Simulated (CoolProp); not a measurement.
Values from CoolProp's reference Helmholtz-energy equation of state, Lemmon 2016.

### Question
For R227EA, give the phase and the density (kg/m³), Prandtl number, fugacity coefficient at 347.6 K and 1.78 bar.

### Answer
- 347.6 K and 1.78 bar: gas; density 10.8, Prandtl number 0.703, fugacity coefficient 0.973

Viscosity comes from a separate model (Huber 2003), an estimate that may be off by 10 % or more. Thermal conductivity comes from a separate model (Huber 2003), an estimate that may be off by 10 % or more.
